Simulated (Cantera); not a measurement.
A closed system holds: 1 mol SiC, 0.0093 mol Si, 0.8 mol H2, at 110 Pa.

Cantera equilibrium calculation (NASA polynomials, part measured and part estimated; ideal gas, pure solids and liquids). Candidate condensed phases: C, C6H6, C7H8, C8H18, Si, SiC; 87 gas species. The numbers say what is thermodynamically allowed, not how fast it happens.

Task: At 2575 K, list the 7 most abundant gas species with their mole fractions, and the condensed phases.

Result: H 0.405, Si 0.326, H2 0.150, SiC2 0.104, Si2C 0.00864, C2H2 (acetylene) 0.00221, C3 0.00140. Condensed: C(graphite).
